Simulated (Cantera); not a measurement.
Input (Python, Cantera) and output of one run.

```python
import numpy as np
import cantera as ct

gas_names = [...]  # 169 gases of nasa_gas.yaml made of C, H, N, O
cond_names = """
    C(gr) C6H6(L) C7H8(L) C8H18(L),n-octa H2O(s) H2O(L)
""".split()


# ... load() reads the species with a 1 bar reference pressure and builds the phases ...
atoms = {
    'n-butane': {'C': 4, 'H': 10},
    'O2': {'O': 2},
    'N2': {'N': 2},
}
top_T = {'C(gr)': 4500}  # K; cautious upper limits of use, not melting points


# ... equilibrate(T, P, feed) seeds the gas with the atoms and calls Mixture.equilibrate('TP', solver="vcs", rtol=1e-11, max_steps=5000) ...
results = []
feed = {'n-butane': 1, 'O2': 0.92, 'N2': 0.21}  # mol
P = 37000  # Pa
for T in [3000, 3500, 4000, 4500, 5000]:
    mix = equilibrate(T, P, feed)
    results.append((T, P, feed, dict(zip(mix.species_names, mix.species_moles))))
    x = sorted(zip(gas.X, gas.species_names), reverse=True)
    print(f"T = {T:g} K  P = {P:g} Pa  gas = {mix.phase_moles(0):.4g} mol")
    print("   x: " + "  ".join(f"{s} {v:.3e}" for v, s in x if v > 1e-05))
    print("   condensed (mol): " + ("  ".join(f"{mix.phase(i).name} {mix.phase_moles(i):.4g}"
          for i in range(1, mix.n_phases) if mix.phase_moles(i) > 1e-12) or "none"))
```

Result:

```
T = 3000 K  P = 37000 Pa  gas = 7.787 mol
   x: H2 5.056e-01  CO 2.363e-01  H 1.846e-01  C2H2,acetylene 3.145e-02  HCN 1.795e-02  N2 1.594e-02  HNC 3.387e-03  C2H 1.973e-03  C3 8.432e-04  C4H2 8.163e-04  CN 6.764e-04  C 1.370e-04  C2H2,vinylidene 9.917e-05  C2 8.566e-05  CH3 4.267e-05  CH2 3.622e-05  CH 2.661e-05  C6H2 2.248e-05  C5 1.543e-05  C2N2 1.503e-05
   condensed (mol): C(gr) 1.416
T = 3500 K  P = 37000 Pa  gas = 9.847 mol
   x: H 4.661e-01  H2 2.305e-01  CO 1.868e-01  C3 2.898e-02  C2H2,acetylene 2.536e-02  C2H 1.615e-02  HCN 1.431e-02  N2 9.977e-03  C 5.747e-03  C2 4.536e-03  CN 4.475e-03  HNC 3.782e-03  C4H2 1.162e-03  C5 9.943e-04  CH 3.727e-04  C4 2.414e-04  C2H2,vinylidene 2.127e-04  CH2 9.957e-05  C6H2 5.733e-05  N 3.638e-05  CNC 3.138e-05  C2N2 2.855e-05  CH3 1.979e-05
   condensed (mol): none
T = 4000 K  P = 37000 Pa  gas = 12.18 mol
   x: H 6.712e-01  CO 1.510e-01  H2 6.560e-02  C 3.732e-02  C3 2.487e-02  C2 1.377e-02  N2 9.964e-03  CN 8.720e-03  C2H 8.694e-03  HCN 4.077e-03  C2H2,acetylene 1.739e-03  HNC 1.383e-03  CH 7.634e-04  N 2.913e-04  C5 2.149e-04  C4 1.644e-04  CNC 5.287e-05  CH2 4.272e-05  C2H2,vinylidene 2.988e-05  C4H2 1.900e-05  C2O 1.231e-05  C2N2 1.034e-05
   condensed (mol): none
T = 4500 K  P = 37000 Pa  gas = 13.54 mol
   x: H 7.044e-01  CO 1.359e-01  C 1.016e-01  H2 1.535e-02  C2 1.315e-02  N2 9.621e-03  CN 9.214e-03  C3 5.645e-03  C2H 1.709e-03  N 1.451e-03  HCN 7.589e-04  CH 6.693e-04  HNC 3.117e-04  C2H2,acetylene 5.483e-05  CNC 3.143e-05  C4 2.005e-05  O 1.972e-05  C2O 1.090e-05  NH 1.000e-05
   condensed (mol): none
T = 5000 K  P = 37000 Pa  gas = 14.06 mol
   x: H 7.018e-01  C 1.368e-01  CO 1.306e-01  N2 9.298e-03  CN 5.830e-03  N 5.256e-03  C2 4.616e-03  H2 4.405e-03  C3 3.797e-04  CH 3.484e-04  O 2.710e-04  C2H 1.621e-04  HCN 1.142e-04  HNC 5.454e-05  Electron 3.594e-05  C+ 3.483e-05  NH 1.386e-05
   condensed (mol): none
```

Equilibrium computed with Cantera from the NASA thermochemical tables; the gas is ideal and each condensed phase is pure.
